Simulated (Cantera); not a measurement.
Mixture: CH₄ : H₂ : O₂ : N₂ : H₂O = 1 : 0.84 : 1.73 : 6.5 : 0.22 (molar parts), equivalence ratio 1.4, at 18800 Torr, adiabatic and at constant volume. Ignition delay is the time to a rise of 400 K.

Detailed kinetics in Cantera: GRI-Mech 3.0 (53 species, 325 reactions). The pressure lies above the range GRI-Mech 3.0 was tuned for (to about 10 atm).

### Question
What does this change do: constant pressure in place of constant volume?

### Answer
| quantity | before | after |
|---|---|---|
| delay at 1100 K | 0.886 ms | 0.948 ms |
| delay at 1300 K | 50.0 µs | 55.9 µs |
| delay at 1500 K | 11.0 µs | 12.7 µs |
| delay at 1700 K | 3.83 µs | 4.40 µs |
| delay at 1900 K | 1.52 µs | 1.73 µs |
| apparent activation energy between 1800 and 2000 K | 130 kJ/mol | 130 kJ/mol |

### Question
What does this change do: 0.68 parts CO2 added?

### Answer
| quantity | before | after |
|---|---|---|
| delay at 1100 K | 0.886 ms | 0.945 ms |
| delay at 1300 K | 50.0 µs | 55.3 µs |
| delay at 1500 K | 11.0 µs | 12.4 µs |
| delay at 1700 K | 3.83 µs | 4.30 µs |
| delay at 1900 K | 1.52 µs | 1.70 µs |
| apparent activation energy between 1800 and 2000 K | 130 kJ/mol | 130 kJ/mol |
